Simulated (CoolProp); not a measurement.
Vapour-liquid equilibrium of propylene (1) + R152A (2) at 1150 kPa; x and y are mole fractions of (1).

Model: multi-fluid Helmholtz-energy mixture model, Lemmon 2013 and Outcalt 1996; pair parameters Bell 2016, in CoolProp.

Task: Give the bubble temperature and the first vapour's composition at x = 0.05, 0.55, 0.85. Is there an azeotrope?

Result: x = 0.05: 45.4 °C, y = 0.114; x = 0.55: 27.1 °C, y = 0.665; x = 0.85: 24.3 °C, y = 0.857. y crosses x between x = 0.85 and 0.95: the model has an azeotrope there.

Pair parameters are fitted to limited data, so mixtures are less certain than the pure fluids.
